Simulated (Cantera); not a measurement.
Feed: 1 mol Si, 1.1 mol HCl, at 0.368 Torr.

These are equilibrium values from Cantera (NASA tables, ideal gas, pure condensed phases), not measurements of a reactor. Candidate condensed phases: Si; 19 gas species. The tables' values for SiCl3 are old estimates; treat these amounts as uncertain. Kinetics and transport are ignored. All values below are at 452 °C.

Base state: H2 0.658, SiCl4 0.319, SiHCl3 0.0188, HCl 0.00345, SiCl3 0.000136, SiH2Cl2 7.72e-5, SiCl2 1.42e-5 (mole fractions); condensed: Si(s).

Problem. What changes in the equilibrium state with this change: pressure from 0.368 Torr to 0.0195 Torr?

Solution. 
| species | before | after |
|---|---|---|
| H2 | 0.658 | 0.659 |
| SiCl4 | 0.319 | 0.325 |
| SiHCl3 | 0.0188 | 0.00914 |
| HCl | 0.00345 | 0.00721 |
| SiCl2 | 1.42e-5 | 6.23e-5 |
| SiH2Cl2 | 7.72e-5 | 1.79e-5 |
| SiCl3 | 0.000136 | 0.000288 |
| Si(s), mol | 0.722 | 0.725 |
